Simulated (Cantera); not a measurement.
An isothermal, constant-pressure homogeneous reactor starts with NH3 : H2 = 1 : 0.16 (molar parts), at 1525 K and 20.0 Torr. Integrator tolerance rtol = 1e-08.

Detailed kinetics in Cantera: the gas-phase N/H chemistry of the illustrative SiF4/NH3 mechanism in the Surface Chemkin manual (1991). Walls and surfaces, which speed up NH3 decomposition in real reactors, are not modelled.

### Question
What does this change do: pressure from 20.0 Torr to 443 Torr?

### Answer
```json
[
 {"quantity": "x(NH3) at 20.0 s", "before": "0.787 (gas-phase equilibrium 4.90e-7)", "after": "0.508 (gas-phase equilibrium 1.08e-5)"},
 {"quantity": "x(H2) at 20.0 s", "before": "0.193 (gas-phase equilibrium 0.768)", "after": "0.397 (gas-phase equilibrium 0.768)"},
 {"quantity": "x(N2H2) at 20.0 s", "before": "9.15e-7 (gas-phase equilibrium <1e-12)", "after": "1.29e-7 (gas-phase equilibrium <1e-12)"},
 {"quantity": "x(H) at 20.0 s", "before": "8.76e-6 (gas-phase equilibrium 0.000128)", "after": "1.16e-5 (gas-phase equilibrium 2.72e-5)"},
 {"quantity": "x(NH2) at 20.0 s", "before": "8.04e-5 (gas-phase equilibrium 1.84e-10)", "after": "3.35e-5 (gas-phase equilibrium 8.64e-10)"},
 {"quantity": "x(NH) at 20.0 s", "before": "3.03e-7 (gas-phase equilibrium 2.75e-12)", "after": "8.68e-8 (gas-phase equilibrium 2.75e-12)"},
 {"quantity": "x(N2) at 20.0 s", "before": "0.0201 (gas-phase equilibrium 0.231)", "after": "0.0949 (gas-phase equilibrium 0.231)"}
]
```

### Question
What does this change do: NH3 1 to 0.26 parts?

### Answer
```tsv
quantity	before	after
x(NH3) at 20.0 s	0.787 (gas-phase equilibrium 4.90e-7)	0.577 (gas-phase equilibrium 4.81e-7)
x(H2) at 20.0 s	0.193 (gas-phase equilibrium 0.768)	0.410 (gas-phase equilibrium 0.809)
x(N2H2) at 20.0 s	9.15e-7 (gas-phase equilibrium <1e-12)	4.91e-7 (gas-phase equilibrium <1e-12)
x(H) at 20.0 s	8.76e-6 (gas-phase equilibrium 0.000128)	2.00e-5 (gas-phase equilibrium 0.000131)
x(NH2) at 20.0 s	8.04e-5 (gas-phase equilibrium 1.84e-10)	6.35e-5 (gas-phase equilibrium 1.76e-10)
x(NH) at 20.0 s	3.03e-7 (gas-phase equilibrium 2.75e-12)	2.70e-7 (gas-phase equilibrium 2.57e-12)
x(N2) at 20.0 s	0.0201 (gas-phase equilibrium 0.231)	0.0129 (gas-phase equilibrium 0.191)
```

### Question
What does this change do: NH3 1 to 3.2 parts?

### Answer
| quantity | before | after |
|---|---|---|
| x(NH3) at 20.0 s | 0.787 (gas-phase equilibrium 4.90e-7) | 0.862 (gas-phase equilibrium 4.91e-7) |
| x(H2) at 20.0 s | 0.193 (gas-phase equilibrium 0.768) | 0.115 (gas-phase equilibrium 0.756) |
| x(N2H2) at 20.0 s | 9.15e-7 (gas-phase equilibrium <1e-12) | 1.12e-6 (gas-phase equilibrium <1e-12) |
| x(H) at 20.0 s | 8.76e-6 (gas-phase equilibrium 0.000128) | 5.13e-6 (gas-phase equilibrium 0.000127) |
| x(NH2) at 20.0 s | 8.04e-5 (gas-phase equilibrium 1.84e-10) | 8.67e-5 (gas-phase equilibrium 1.85e-10) |
| x(NH) at 20.0 s | 3.03e-7 (gas-phase equilibrium 2.75e-12) | 3.05e-7 (gas-phase equilibrium 2.80e-12) |
| x(N2) at 20.0 s | 0.0201 (gas-phase equilibrium 0.231) | 0.0230 (gas-phase equilibrium 0.244) |
